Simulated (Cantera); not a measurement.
Input: 1 mol Si(CH3)4, 0.11 mol CH4, 1.2 mol H2, held at 0.620 bar.

Equilibrium computed with Cantera from the NASA thermochemical tables; the gas is ideal and each condensed phase is pure. Candidate condensed phases: C, C6H6, C7H8, C8H18, Si, SiC; 87 gas species. Rates play no part.

Task: At 1627 °C, list the 4 most abundant gas species with their mole fractions, and the condensed phases.

Result: H2 0.998, H 0.00101, C2H2 (acetylene) 0.000381, CH4 0.000347. Condensed: C(graphite) + SiC(s).
